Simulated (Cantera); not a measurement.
Cantera run:

```python
import numpy as np
import cantera as ct

gas_names = """
    H HNO HNO2 HNO3 HO2 H2 H2O H2O2 N NH NH2 NH3 NH2OH NO NO2 NO3 N2 N2H2 N2H4 N2O O OH O2 O3 Si SiH
    SiH2 SiH3 SiH4 SiN SiO SiO2 Si2 Si2N Si3
""".split()
cond_names = """
    H2O(s) H2O(L) Si(cr) Si(L) SiO2(Lqz) SiO2(hqz) SiO2(L) Si2N2O(s) Si3N4(a)
""".split()


# ... load() reads the species with a 1 bar reference pressure and builds the phases ...
atoms = {
    'Si': {'Si': 1},
    'O2': {'O': 2},
    'H2': {'H': 2},
    'N2O': {'N': 2, 'O': 1},
}
top_T = {'Si2N2O(s)': 2100, 'Si3N4(a)': 2400}  # K; cautious upper limits of use, not melting points


# ... equilibrate(T, P, feed) seeds the gas with the atoms and calls Mixture.equilibrate('TP', solver="vcs", rtol=1e-11, max_steps=5000) ...
results = []
feed = {'Si': 1, 'O2': 2.1, 'H2': 5.2, 'N2O': 0.1}  # mol
T = 1648.15  # K
P = 10000  # Pa
mix = equilibrate(T, P, feed)
results.append((T, P, feed, dict(zip(mix.species_names, mix.species_moles))))
print(gas.report(threshold=0.0001))
for i in range(1, mix.n_phases):
    print(f"{mix.phase(i).name:16s} {mix.phase_moles(i):12.5e} mol")
```

Output:

```
       temperature   1648.2 K
          pressure   10000 Pa
           density   0.006895 kg/m^3
  mean mol. weight   9.4485 kg/kmol
   phase of matter   gas

                          1 kg             1 kmol
                     ---------------   ---------------
          enthalpy       -6.0871e+06       -5.7514e+07  J
   internal energy       -7.5374e+06       -7.1218e+07  J
           entropy             25451        2.4047e+05  J/K
    Gibbs function       -4.8034e+07       -4.5385e+08  J
 heat capacity c_p            4217.7             39851  J/K
 heat capacity c_v            3337.8             31537  J/K

                      mass frac. Y      mole frac. X     chem. pot. / RT
                     ---------------   ---------------   ---------------
                 H        2.2253e-05        0.00020859           -10.894
                H2           0.11671           0.54701           -21.787
               H2O           0.82731           0.43391           -47.439
                N2          0.055935          0.018866            -32.58
     [  +31 minor]        1.8811e-05        8.7491e-06

Si(cr)            0.00000e+00 mol
SiO2(hqz)         9.99994e-01 mol
Si2N2O(s)         0.00000e+00 mol
Si3N4(a)          0.00000e+00 mol
```

These are equilibrium values from Cantera (NASA tables, ideal gas, pure condensed phases), not measurements of a reactor. The tables hold silica as quartz up to 1696 K and as liquid above; real silica turns to tridymite and cristobalite and melts near 1996 K. Gases not in the tables: Si(OH)4.
